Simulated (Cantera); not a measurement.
Equilibrium for hydrogen reduction and annealing atmospheres: PbO + H₂ + N₂

Feed: 1 mol PbO, 1.4 mol H₂, 9 mol N₂, equilibrated at 100 Torr.

Equilibrium computed with Cantera from the NASA thermochemical tables; the gas is ideal and each condensed phase is pure. Candidate condensed phases: H₂O, Pb, PbO, PbO₂, Pb₃O₄; 27 gas species. The numbers say what is thermodynamically allowed, not how fast it happens.

From 673 K to 1423 K the condensed part is Pb(l). From 1573 K to 1723 K nothing is condensed.

| T (K) | log p N₂ | log p H₂O | log p Pb | log p H₂ | log p PbO | log p H | n Pb(l) |
|---|---|---|---|---|---|---|---|
| 673 | -0.94 | -1.89 | -9.51 | -2.29 | <-12 | <-12 | 1.00 |
| 823 | -0.94 | -1.89 | -6.87 | -2.29 | <-12 | -12.28 | 1.000 |
| 973 | -0.94 | -1.89 | -5.06 | -2.29 | -10.39 | -10.11 | 0.999 |
| 1123 | -0.94 | -1.89 | -3.74 | -2.29 | -8.20 | -8.52 | 0.986 |
| 1273 | -0.94 | -1.90 | -2.74 | -2.30 | -6.52 | -7.29 | 0.855 |
| 1423 | -0.98 | -1.93 | -1.95 | -2.33 | -5.20 | -6.34 | 0.0445 |
| 1573 | -0.98 | -1.93 | -1.93 | -2.33 | -4.75 | -5.56 | 0 |
| 1723 | -0.98 | -1.93 | -1.93 | -2.33 | -4.40 | -4.90 | 0 |
log p: log10 of the partial pressure in bar; n: condensed amount in mol.
